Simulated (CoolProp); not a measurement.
Vapour-liquid equilibrium of CHF3 (R23) (1) + R134a (2) at 184.6 K; x and y are mole fractions of (1).

The numbers come from the multi-fluid Helmholtz-energy mixture model, Penoncello 2003 and Tillner-Roth 1994; pair parameters Bell 2016 in CoolProp.

```tsv
x	bubble pressure, mixture model (MPa)	bubble pressure, Raoult's law (MPa)	y, mixture model	y, Raoult's law
0.05	0.004972	0.005076	0.665	0.674
0.125	0.009755	0.01007	0.842	0.849
0.2	0.01451	0.01507	0.902	0.907
0.275	0.01929	0.02007	0.933	0.937
0.35	0.02412	0.02507	0.952	0.955
0.425	0.02901	0.03007	0.964	0.967
0.5	0.03398	0.03506	0.973	0.975
0.575	0.03903	0.04006	0.980	0.982
0.65	0.04414	0.04506	0.986	0.986
0.725	0.04930	0.05006	0.990	0.990
0.8	0.05450	0.05506	0.993	0.994
0.875	0.05972	0.06006	0.996	0.996
0.95	0.06493	0.06505	0.999	0.999
```

The largest gap from Raoult's law is -3.9 % in bubble pressure, at x = 0.275. No azeotrope shows between x = 0.05 and 0.95.

The pair parameters rest on a limited set of measurements; away from them the model extrapolates.
